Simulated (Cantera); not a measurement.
Ignition delay

Mixture: CO : H₂ : CH₄ : O₂ : N₂ = 1 : 1.4 : 0.51 : 1.7 : 9.71 (molar parts), equivalence ratio 1.3, at 9.87 atm, adiabatic and at constant volume. Ignition delay is the time to a rise of 400 K.

Cantera simulation using GRI-Mech 3.0 (53 species, 325 reactions); the numbers are that mechanism's predictions, not measurements. Below about 1000 K GRI-Mech 3.0 lacks low-temperature oxidation paths. Below about 950 K walls govern HO2 and H2O2 in real vessels.

```json
[
 {"T0 (K)": "875", "delay (ms)": "183"},
 {"T0 (K)": "950", "delay (ms)": "22.9"},
 {"T0 (K)": "1025", "delay (ms)": "3.53"},
 {"T0 (K)": "1100", "delay (ms)": "0.634"},
 {"T0 (K)": "1175", "delay (ms)": "0.153"},
 {"T0 (K)": "1250", "delay (ms)": "0.0569"},
 {"T0 (K)": "1325", "delay (ms)": "0.0283"},
 {"T0 (K)": "1400", "delay (ms)": "0.0164"},
 {"T0 (K)": "1475", "delay (ms)": "0.0104"},
 {"T0 (K)": "1550", "delay (ms)": "0.00695"}
]
```

```
Quantity                                                Result
--------------------------------------------------  ----------
apparent activation energy between 1400 and 1550 K  100 kJ/mol
```
